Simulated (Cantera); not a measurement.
# Reactions in the system N-O-V

Cantera with NASA thermochemical tables; ideal gases at 1 bar, condensed phases pure. Values are per mole of reaction as written; species without (g) are pure solids or liquids, kept so even where they would boil at 1 bar. VN: taken at fixed stoichiometry.

2 VN + 12 NO(g) = V2O5 + 7 N2O(g)

| T (K) | ΔH° (kJ) | ΔS° (J/K) | ΔG° (kJ) | log10 K | condensed phases |
|---|---|---|---|---|---|
| 300 | -1640.4 | -933.1 | -1360.5 | 236.87 | VN(s), V2O5(s) |
| 1923 | -1500.0 | -797.4 | 33.3 | -0.90 | VN(s), V2O5(l) |
| 1973 | -1497.4 | -796.0 | 73.1 | -1.94 | VN(s), V2O5(l) |
| 2023 | -1494.9 | -794.8 | 112.9 | -2.92 | VN(s), V2O5(l) |
| 2073 | -1492.4 | -793.5 | 152.6 | -3.85 | VN(s), V2O5(l) |
| 2123 | -1489.9 | -792.3 | 192.3 | -4.73 | VN(s), V2O5(l) |
| 2173 | -1487.4 | -791.2 | 231.9 | -5.57 | VN(s), V2O5(l) |
| 2223 | -1485.0 | -790.1 | 271.4 | -6.38 | VN(s), V2O5(l) |
